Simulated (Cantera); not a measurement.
Mixture: CH3OH : O2 : N2 = 1 : 1.36 : 5.13 (molar parts), equivalence ratio 1.1, at 40.0 bar, adiabatic and at constant pressure. Ignition delay is the time to a rise of 400 K.

Cantera simulation using GRI-Mech 3.0 (53 species, 325 reactions); the numbers are that mechanism's predictions, not measurements. GRI-Mech 3.0 was tuned for natural gas; its chemistry of methanol as a main component is partial and can be far from experiment. The pressure lies above the range GRI-Mech 3.0 was tuned for (to about 10 atm).

### Question
Predict: delay at 1075 K; delay at 1175 K; delay at 1275 K; delay at 1375 K; delay at 1475 K; apparent activation energy between 1425 and 1525 K.

### Answer
```
Item                                                    Result
--------------------------------------------------  ----------
delay at 1075 K                                        6.21 ms
delay at 1175 K                                       0.889 ms
delay at 1275 K                                       0.174 ms
delay at 1375 K                                        44.4 µs
delay at 1475 K                                        14.2 µs
apparent activation energy between 1425 and 1525 K  190 kJ/mol
```
